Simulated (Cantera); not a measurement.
Feed: 1 mol Ta₂O₅, 0.41 mol C, 0.013 mol CO, 2.7 mol CH₄, held at 400 Pa.

Method: chemical equilibrium by Gibbs-energy minimisation in Cantera with the NASA 1993 tables (ideal gas, pure condensed phases). Candidate condensed phases: C, C₆H₆, C₇H₈, C₈H₁₈, H₂O, Ta, TaC, Ta₂O₅; 113 gas species. Mutual solubility and eutectic melting of coexisting phases are not modelled. TaC: taken at fixed stoichiometry. Condensed phases not in the tables: Ta₂C. Equilibrium is a limit: real reactors are often held back by kinetics, nucleation or transport. All values below are at 1873 K.

Base state: H₂ 0.699, CO 0.291, H 0.00853, H₂O 0.000847, CO₂ 8.59e-5, TaO₂ 2.25e-5 (mole fractions); condensed: TaC(s) + Ta₂O₅(s).

**Question.** What changes in the equilibrium state with this change: pressure from 400 Pa to 101000 Pa?

**Answer.** 
```tsv
species	before	after
H₂	0.699	0.704
CO	0.291	0.291
H₂O	0.000847	0.00415
H	0.00853	0.000538
TaO₂	2.25e-5	4.03e-8
CO₂	8.59e-5	0.000418
TaC(s), mol	0.891	0.899
Ta₂O₅(s), mol	0.555	0.551
```
